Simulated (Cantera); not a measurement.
# Adiabatic ignition

An adiabatic, constant-volume homogeneous reactor starts with CH₄ : O₂ : N₂ = 1 : 2.06 : 7.75 (molar parts), equivalence ratio 0.97, at 1300 K and 1.01 bar.

Cantera simulation using GRI-Mech 3.0 (53 species, 325 reactions); the numbers are that mechanism's predictions, not measurements.

| t (s) | T (K) | P (bar) | x CH₄ | x O₂ | x O | x C₂H₂ | x H₂O | x N₂O | x HCO |
|---|---|---|---|---|---|---|---|---|---|
| 3.00e-6 | 1300 | 1.01 | 0.0925 | 0.191 | 5.68e-11 | <1e-12 | 3.10e-10 | <1e-12 | <1e-12 |
| 1.06e-5 | 1300 | 1.01 | 0.0925 | 0.191 | 7.85e-11 | <1e-12 | 2.19e-9 | <1e-12 | <1e-12 |
| 3.74e-5 | 1300 | 1.01 | 0.0925 | 0.191 | 1.49e-10 | <1e-12 | 1.70e-8 | <1e-12 | <1e-12 |
| 0.000132 | 1300 | 1.01 | 0.0925 | 0.191 | 4.69e-10 | <1e-12 | 2.19e-7 | 1.44e-12 | <1e-12 |
| 0.000466 | 1300 | 1.01 | 0.0925 | 0.191 | 2.72e-9 | <1e-12 | 4.01e-6 | 1.44e-11 | 5.07e-12 |
| 0.00164 | 1300 | 1.01 | 0.0924 | 0.190 | 1.32e-8 | 1.18e-10 | 7.23e-5 | 8.72e-11 | 2.07e-10 |
| 0.00580 | 1307 | 1.02 | 0.0913 | 0.190 | 4.60e-8 | 2.41e-8 | 0.000905 | 8.03e-10 | 3.96e-9 |
| 0.0205 | 2840 | 2.31 | <1e-12 | 0.0215 | 0.00615 | <1e-12 | 0.146 | 9.20e-7 | 6.71e-8 |
| 0.0722 | 2840 | 2.31 | <1e-12 | 0.0215 | 0.00615 | <1e-12 | 0.146 | 9.20e-7 | 6.71e-8 |
| 0.255 | 2840 | 2.31 | <1e-12 | 0.0215 | 0.00615 | <1e-12 | 0.146 | 9.20e-7 | 6.71e-8 |
| 0.900 | 2840 | 2.31 | <1e-12 | 0.0215 | 0.00615 | <1e-12 | 0.146 | 9.20e-7 | 6.71e-8 |
x: mole fraction; the columns are a selection and need not sum to one.

```
Property                                                             Value
---------------------------------  ---------------------------------------
time of steepest temperature rise                                  10.9 ms
temperature at 0.900 s                                              2840 K
equilibrium temperature                                             2840 K
x(CH₄) at 0.900 s                    <1e-12 (gas-phase equilibrium <1e-12)
x(O₂) at 0.900 s                     0.0215 (gas-phase equilibrium 0.0215)
x(O) at 0.900 s                    0.00615 (gas-phase equilibrium 0.00615)
```
